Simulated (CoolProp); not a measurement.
The fluid at 412.73 K and 0.482 MPa flows at 0.051 m/s in a round tube of 4.6 mm bore and 15 µm roughness, fully developed (64/Re and Nu = 3.66 if laminar; Colebrook and Gnielinski if turbulent). The same conditions are run with several fluids, on thermodynamics alone (safety and materials aside).

Model: reference Helmholtz-energy equation of state of each fluid (R410A: Lemmon 2003; R142b: Lemmon 2006; CF4 (R14): Platzer 1990; R245fa: Akasaka 2015; R13: Platzer 1990), in CoolProp. The equations of Platzer and Polt are older, rougher fits. Blends and air are pseudo-pure fits.

| fluid | Reynolds number | Darcy friction factor | pressure drop (Pa/m) | heat-transfer coefficient (W/(m² K)) | mass flow (kg/h) |
|---|---|---|---|---|---|
| R410A | 136 | 0.470 | (withheld) | 17.6 | 0.0317 |
| R142b | (withheld) | 0.267 | 1.11 | 16.1 | 0.0449 |
| CF4 (R14) | 128 | (withheld) | 1.75 | 20.2 | 0.0379 |
| R245fa | 283 | (withheld) | 1.27 | (withheld) | 0.0606 |
| R13 | 181 | 0.353 | (withheld) | (withheld) | 0.0454 |

Task: Fill in the missing entries.

Result: 
- R410A, pressure drop (Pa/m): 1.38
- R142b, Reynolds number: 240
- CF4 (R14), Darcy friction factor: 0.499
- R245fa, Darcy friction factor: 0.226
- R245fa, heat-transfer coefficient (W/(m² K)): 21.0
- R13, pressure drop (Pa/m): 1.49
- R13, heat-transfer coefficient (W/(m² K)): 16.2

Transport values come from each fluid's own correlations; those of R142b, CF4 (R14), R245fa, R13 are estimates that may be off by 10 % or more.
